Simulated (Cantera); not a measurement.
An isothermal, constant-pressure homogeneous reactor starts with CH₄ : H₂ = 1 : 18 (molar parts), at 1575 K and 300 Pa.

Detailed kinetics in Cantera: GRI-Mech 3.0 (53 species, 325 reactions). GRI-Mech 3.0 stops at C3 and has no aromatics, soot or wall deposition, so with more carbon than oxygen in the feed, carbon stays in small species such as C2H2 where larger ones or solid carbon would form. Radical loss at walls, strong at low pressure, is not modelled.

One state of this run: x CH₄ = 0.0455; x H₂ = 0.950; x C₂H₂ = 0.00302; x C₂H₄ = 0.000130; x CH₃ = 0.000450; x C₂H₆ = 2.97e-6; x C₂H = 4.31e-9. x: mole fraction; the columns are a selection and need not sum to one.

### Question
Which value of t (s) does it belong to?
A) 14.8
B) 0.00179
C) 2.44
D) 8.00e-6

### Answer
C, 2.44
